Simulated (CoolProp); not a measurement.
Saturated liquid density (kg/m³) of ethylene: the reference equation beside estimates from Tc = 9.2 °C, pc = 5042 kPa, ω = 0.087. Rackett uses Z = 0.29056 − 0.08775 ω.

The numbers come from the reference Helmholtz-energy equation of state, Smukala 2000 in CoolProp.

```
T (°C)  reference  Rackett  Redlich-Kwong  Soave-Redlich-Kwong  Peng-Robinson
------  ---------  -------  -------------  -------------------  -------------
-71.55      518.6    514.8          491.0                494.5          560.2
-68.75      514.0    510.3          485.5                489.2          554.3
-65.95      509.3    505.6          479.9                483.8          548.3
-63.15      504.5    500.9          474.1                478.3          542.1
-60.35      499.6    496.2          468.2                472.6          535.7
-57.55      494.7    491.3          462.2                466.7          529.2
-54.75      489.6    486.3          456.1                460.7          522.4
-51.95      484.4    481.2          449.7                454.5          515.4
-49.15      479.2    476.0          443.2                448.2          508.3
-46.35      473.7    470.7          436.6                441.7          500.9
```

Absolute difference from the reference over all 10 rows, mean and median: Rackett 0.7 and 0.7 %, Redlich-Kwong 6.5 and 6.4 %, Soave-Redlich-Kwong 5.6 and 5.5 %, Peng-Robinson 7.0 and 7.1 %.
